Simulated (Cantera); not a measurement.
Gas mixture: CH₃OH : CO₂ : CO = 0.58 : 0.58 : 0.54 (molar parts), at 4.93 atm, frozen composition.

Cantera's kinetic-theory transport with the Lennard-Jones parameters of GRI-Mech 3.0, ideal gas; thermal conductivity in the multicomponent form. Polar gases are described roughly by these parameters. The composition is frozen, though it would react at the higher temperatures.

One state of this run: ρ (kg/m³) = 3.81; cp (J/kg/K) = 1347; μ (µPa s) = 23.4; λ (mW/m/K) = 42.6; Pr = 0.740; D (cm²/s) CO₂ = 0.0804; D (cm²/s) H₂O = 0.116; D (cm²/s) NH₃ = 0.112. D: mixture-averaged diffusion coefficient of that species in the mixture.

Task: Which value of T (K) does it belong to?
A) 1150
B) 1000
C) 700
D) 550

Result: D, 550
